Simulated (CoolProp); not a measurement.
Vapour-liquid equilibrium of n-octane (1) + p-xylene (2) at 0.16 bar; x and y are mole fractions of (1).

Model: multi-fluid Helmholtz-energy mixture model, Beckmüller 2019 and Zhou 2012; pair parameters Bell 2016, in CoolProp.

| x | bubble temperature (K) | y at the bubble point | dew temperature at overall composition x (K) | liquid density (mol/L) |
|---|---|---|---|---|
| 0.05 | 352.5 | 0.093 | 353.1 | 7.496 |
| 0.15 | 350.5 | 0.243 | 351.7 | 7.279 |
| 0.25 | 349.0 | 0.362 | 350.4 | 7.072 |
| 0.35 | 347.7 | 0.463 | 349.1 | 6.873 |
| 0.45 | 346.7 | 0.552 | 347.9 | 6.684 |
| 0.55 | 345.9 | 0.636 | 346.7 | 6.503 |
| 0.65 | 345.2 | 0.716 | 345.7 | 6.331 |
| 0.75 | 344.5 | 0.796 | 344.9 | 6.166 |
| 0.85 | 344.0 | 0.876 | 344.2 | 6.009 |
| 0.95 | 343.6 | 0.958 | 343.6 | 5.859 |

No azeotrope shows between x = 0.05 and 0.95.

Pair parameters are fitted to limited data, so mixtures are less certain than the pure fluids.
